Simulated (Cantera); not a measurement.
Mixture: CH₄ : C₂H₆ : C₃H₈ : O₂ : N₂ : H₂O = 1 : 0.042 : 1.4 : 10.8 : 50.6 : 16 (molar parts), equivalence ratio 0.85, at 6680 Torr, adiabatic and at constant pressure. Ignition delay is the time to a rise of 400 K.

Computed with Cantera and GRI-Mech 3.0 (53 species, 325 reactions). GRI-Mech 3.0 was tuned for natural gas; its chemistry of propane as a main component is partial and can be far from experiment.

Problem. At T0 = 1423 K, what is the delay, and which 7 reactions control it most (d ln τ / d ln k, from doubling and halving each rate constant)?

Solution. The delay is 78.3 µs.
```csv
reaction,d ln τ / d ln k,faster rate
C2H5 + CH3 (+M) <=> C3H8 (+M),-0.47,shortens it
CH3 + HO2 <=> CH3O + OH,-0.35,shortens it
H + O2 <=> O + OH,-0.34,shortens it
2 CH3 (+M) <=> C2H6 (+M),0.24,lengthens it
C3H8 + H <=> C3H7 + H2,0.23,lengthens it
C2H4 + OH <=> C2H3 + H2O,-0.19,shortens it
C3H8 + OH <=> C3H7 + H2O,0.13,lengthens it
```
